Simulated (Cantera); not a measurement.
Cantera run, input and output.

```python
import numpy as np
import cantera as ct

gas = ct.Solution("gri30.yaml")


def delay(T, t_max=10):
    gas.TPX = T, 54000, {'CH4': 1, 'H2': 0.15, 'O2': 0.988, 'N2': 2.47}
    reactor = ct.IdealGasConstPressureReactor(gas, clone=False)
    net = ct.ReactorNet([reactor])
    net.rtol, net.atol = 1e-8, 1e-16
    while net.time < t_max:
        t_old, T_old = net.time, reactor.T
        net.step()
        if reactor.T > T + 400:  # ignition: a rise of 400 K
            return t_old + (T + 400 - T_old) / (reactor.T - T_old) * (net.time - t_old)
    return np.nan


taus = []
for T in [923, 973, 1023, 1073, 1123, 1173, 1223]:
    taus.append(delay(T))
    print(f"T0 = {T:6g} K   tau = {taus[-1]:.4e} s")
```

Output:

```
T0 =    923 K   tau = 5.3345e-01 s
T0 =    973 K   tau = 2.9684e-01 s
T0 =   1023 K   tau = 1.6813e-01 s
T0 =   1073 K   tau = 9.4127e-02 s
T0 =   1123 K   tau = 5.2298e-02 s
T0 =   1173 K   tau = 2.9105e-02 s
T0 =   1223 K   tau = 1.6348e-02 s
```

Computed with Cantera and GRI-Mech 3.0 (53 species, 325 reactions). Below about 1000 K GRI-Mech 3.0 lacks low-temperature oxidation paths. Below about 950 K walls govern HO2 and H2O2 in real vessels.
